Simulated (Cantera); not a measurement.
Charge: 1 mol HgO, 13 mol H2, 1.4 mol O2, held at 998.15 K and 28.0 Pa.

Method: chemical equilibrium by Gibbs-energy minimisation in Cantera with the NASA 1993 tables (ideal gas, pure condensed phases). Candidate condensed phases: H2O, Hg, HgO; 10 gas species. Equilibrium is a limit: real reactors are often held back by kinetics, nucleation or transport.

Base state: H2 0.657, H2O 0.271, Hg 0.0714 (mole fractions); condensed: gas only.

Question: What changes in the equilibrium state with this change: HgO replaced by Fe(CO)5?

Answer: 
| species | before | after |
|---|---|---|
| H2 | 0.657 | 0.620 |
| CO | 0 | 0.224 |
| H2O | 0.271 | 0.102 |
| Hg | 0.0714 | 0 |
| CO2 | 0 | 0.0534 |
| Fe(α), mol | 0 | 1.00 |
Further candidate phases: C, C6H6, C7H8, C8H18, Fe, Fe(CO)5, FeO, Fe(OH)2, Fe(OH)3, Fe2O3, Fe3O4.
